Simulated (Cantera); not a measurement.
An adiabatic, constant-volume homogeneous reactor starts with H2 : O2 : N2 = 1 : 0.208 : 0.979 (molar parts), at 1375 K and 1.60 bar.

Computed with Cantera and the H2/O2 subset of GRI-Mech 3.0, which has no nitrogen chemistry.

Task: Predict: time of steepest temperature rise; temperature at 0.400 s; equilibrium temperature; x(H2) at 0.400 s; x(O2) at 0.400 s; x(OH) at 0.400 s; x(H) at 0.400 s; x(O) at 0.400 s.

Result: 
```json
{
  "time_of_steepest_temperature_rise": "16.2 µs",
  "temperature at 0.400 s": "2810 K",
  "equilibrium_temperature": "2810 K",
  "x(H2) at 0.400 s": "0.280 (gas-phase equilibrium 0.280)",
  "x(O2) at 0.400 s": "8.85e-5 (gas-phase equilibrium 8.85e-5)",
  "x(OH) at 0.400 s": "0.00529 (gas-phase equilibrium 0.00529)",
  "x(H) at 0.400 s": "0.0260 (gas-phase equilibrium 0.0260)",
  "x(O) at 0.400 s": "0.000308 (gas-phase equilibrium 0.000308)"
}
```
